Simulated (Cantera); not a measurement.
Charge: 1 mol SiF4, 0.022 mol C2H4, 2.7 mol H2, held at 775 °C and 0.100 bar.

Cantera equilibrium calculation (NASA polynomials, part measured and part estimated; ideal gas, pure solids and liquids). Candidate condensed phases: C, C6H6, C7H8, C8H18, Si, SiC; 113 gas species. The tables' values for SiF3 are old estimates; treat these amounts as uncertain. Equilibrium is a limit: real reactors are often held back by kinetics, nucleation or transport.

Problem. What is the equilibrium state?

Solution. 
| Quantity | Result |
|---|---|
| x(H2) | 0.728 |
| x(SiF4) | 0.267 |
| x(CH4) | 0.00309 |
| x(HF) | 0.000966 |
| x(SiHF3) | 0.000922 |
| x(SiF3) | 4.06e-5 |
| x(SiH2F2) | 1.65e-6 |
| n(C(graphite)) | 0.0325 mol |
| gas amount | 3.733 mol |
| log10 activity of Si(s) (absent) | -5.23 |
